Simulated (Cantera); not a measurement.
A perfectly stirred reactor is fed with CH4 : H2 : O2 : N2 : CO2 = 1 : 0.16 : 3.85 : 20 : 0.55 (molar parts), at 5.00 bar; it is adiabatic with a 600 K inlet, and is followed from long to short residence time, starting on the burning branch (τ in s: 0.12, 0.058, 0.027, 0.012, 0.0057, 0.0026, 0.0012, 0.00056, 0.00026, 0.00012, 5.6e-05, 2.6e-05, 1.2e-05).

Model: GRI-Mech 3.0 (53 species, 325 reactions), integrated in Cantera.

Question: What does this change do: inlet temperature 600 to 623 K?

Answer: 
| quantity | before | after |
|---|---|---|
| blow-out, bracketed by the residence times tried | burning at 2.60 ms, out at 1.20 ms | burning at 1.20 ms, out at 0.560 ms |
| x(CH4) at τ = 0.120 s | 1.49e-5 | 1.32e-5 |
| x(H2) at τ = 0.120 s | 1.20e-5 | 1.17e-5 |
| x(O2) at τ = 0.120 s | 0.0695 | 0.0695 |
| x(CO) at τ = 0.120 s | 0.000155 | 0.000142 |
| x(HCN) at τ = 0.120 s | 1.28e-9 | 1.34e-9 |
| x(CH4) at τ = 1.20 ms | 0.0391 | 0.000686 |
| x(H2) at τ = 1.20 ms | 0.00626 | 0.000603 |
| x(O2) at τ = 1.20 ms | 0.151 | 0.0745 |
| x(CO) at τ = 1.20 ms | <1e-12 | 0.00700 |
| x(HCN) at τ = 1.20 ms | <1e-12 | 6.37e-9 |

Question: What does this change do: pressure from 5.00 bar to 1.00 bar?

Answer: 
```
quantity                                                                      before                                after
------------------------------------------------  ----------------------------------  -----------------------------------
blow-out, bracketed by the residence times tried  burning at 2.60 ms, out at 1.20 ms  burning at 1.20 ms, out at 0.560 ms
x(CH4) at τ = 0.120 s                                                        1.49e-5                              1.83e-5
x(H2) at τ = 0.120 s                                                         1.20e-5                              5.58e-5
x(O2) at τ = 0.120 s                                                          0.0695                               0.0695
x(CO) at τ = 0.120 s                                                        0.000155                             0.000301
x(HCN) at τ = 0.120 s                                                        1.28e-9                              1.58e-9
x(CH4) at τ = 1.20 ms                                                         0.0391                             0.000471
x(H2) at τ = 1.20 ms                                                         0.00626                              0.00114
x(O2) at τ = 1.20 ms                                                           0.151                               0.0736
x(CO) at τ = 1.20 ms                                                          <1e-12                              0.00719
x(HCN) at τ = 1.20 ms                                                         <1e-12                              2.08e-8
```
